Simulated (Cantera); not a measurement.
A freely propagating, adiabatic, planar premixed flame of CH4 : CO : O2 : N2 : H2O = 1 : 0.058 : 1.35 : 5.09 : 0.27 (molar parts), unburnt at 350 K and 0.790 atm; mixture-averaged transport, grid criteria slope 0.08 and curve 0.16, no radiation.

Computed with Cantera and GRI-Mech 3.0 (53 species, 325 reactions). Burning velocities carry a grid error of a few per cent, more on coarse grids.

x: mole fraction of selected species; z is measured from the peak of heat release.

```tsv
z (mm)	T (K)	u (m/s)	x CH4	x CO	x O2	x CH2O	x CO2	x HCO
-4.87	350	0.129	0.128	0.00745	0.173	4.22e-8	3.13e-7	<1e-8
-3.25	355	0.132	0.127	0.00749	0.172	1.05e-6	7.80e-6	<1e-8
-2.44	379	0.142	0.125	0.00796	0.169	(withheld)	(withheld)	<1e-8
-1.62	509	0.193	0.114	0.0115	0.159	0.000108	0.000825	<1e-8
-0.812	970	0.377	0.0779	0.0300	0.115	0.000678	0.00657	2.67e-8
-0.406	1336	0.526	0.0462	0.0495	0.0725	0.000771	0.0141	1.04e-6
0	1673	0.665	0.0162	0.0701	0.0278	0.000291	0.0248	3.88e-6
0.406	1826	0.728	(withheld)	0.0776	(withheld)	(withheld)	(withheld)	(withheld)
0.812	1871	0.745	0.00257	0.0778	0.00187	2.83e-5	0.0381	5.47e-7
1.62	1893	0.753	0.00167	0.0767	0.000255	8.33e-6	0.0419	1.01e-7
3.25	1899	0.755	0.00135	0.0758	1.97e-5	3.21e-6	0.0441	2.63e-8
6.49	1898	0.756	0.00110	0.0760	7.83e-7	1.97e-6	0.0451	1.57e-8
13.0	1896	0.756	0.000787	0.0773	1.01e-7	1.28e-6	0.0451	1.23e-8
```

Question: What belongs in the gaps?

Answer: 
- -2.44, x CH2O: 1.06e-5
- -2.44, x CO2: 7.87e-5
- 0.406, x CH4: 0.00491
- 0.406, x O2: 0.00697
- 0.406, x CH2O: 7.85e-5
- 0.406, x CO2: 0.0334
- 0.406, x HCO: 1.79e-6
